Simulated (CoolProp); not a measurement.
Properties of CH3F (R41) along the isobar 831 kPa.

Computed with CoolProp (reference Helmholtz-energy equation of state, Lemmon 2006). It is a short technical equation, of lower accuracy than the large ones.

```csv
T (°C),phase,density (kg/m³),cv (kJ/(kg K)),Joule-Thomson coefficient (K/MPa),isothermal compressibility (1/MPa)
-96.75,liquid,919.3,1.324,-0.3297,0.001197
-88.15,liquid,902.2,1.300,-0.3161,0.001347
-79.45,liquid,884.4,1.279,-0.2986,0.001528
-70.75,liquid,866.1,1.261,-0.2768,0.001746
-62.15,liquid,847.3,1.245,-0.2502,0.002009
-53.45,liquid,827.5,1.232,-0.2168,0.002340
-44.85,liquid,807.0,1.222,-0.1758,0.002756
-36.15,liquid,785.1,1.214,-0.1237,0.003304
-27.55,gas,16.33,1.059,30.29,1.455
-18.85,gas,15.38,1.002,27.53,1.407
-10.25,gas,14.60,0.9665,25.09,1.374
-1.55,gas,13.92,0.9441,22.90,1.349
7.05,gas,13.33,0.9314,20.98,1.329
15.75,gas,12.79,0.9253,19.25,1.313
24.45,gas,12.31,0.9244,17.71,1.300
```
